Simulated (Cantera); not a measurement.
Feed: 1 mol SrCl2, 5.3 mol O2, 56 mol H2, 2.2 mol H2O, held at 0.00133 bar.

Equilibrium computed with Cantera from the NASA thermochemical tables; the gas is ideal and each condensed phase is pure. Candidate condensed phases: H2O, Sr, SrCl2, SrO, Sr(OH)2; 20 gas species. Mutual solubility and eutectic melting of coexisting phases are not modelled. Condensed phases not in the tables: oxide chlorides. Kinetics and transport are ignored.

**Question.** At 1223 K, list the 4 most abundant gas species with their mole fractions, and the condensed phases.

**Answer.** H2 0.776, H2O 0.215, HCl 0.00779, SrCl2 0.00162. Condensed: SrCl2(l) + SrO(s).
